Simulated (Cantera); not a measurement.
**Thermodynamics of silicon nitride deposition, feed Si2Cl6 + N2 + H2**

Input: 1 mol Si2Cl6, 68 mol N2, 0.22 mol H2, at 1573.15 K and 0.170 bar.

These are equilibrium values from Cantera (NASA tables, ideal gas, pure condensed phases), not measurements of a reactor. Candidate condensed phases: NH4Cl, Si, Si3N4; 28 gas species. The feed counts by its element totals alone. The tables' values for SiCl3 are old estimates; treat these amounts as uncertain. Equilibrium is a limit: real reactors are often held back by kinetics, nucleation or transport.

```
Property                              Value
--------------------------------  ---------
x(N2)                                 0.965
x(SiCl2)                             0.0140
x(SiCl4)                            0.00788
x(SiCl3)                            0.00648
x(HCl)                              0.00608
x(H2)                               7.45e-5
x(Cl)                               5.53e-5
x(SiHCl3)                           1.28e-5
gas amount                        70.44 mol
log10 activity of Si(s) (absent)      -2.08
```
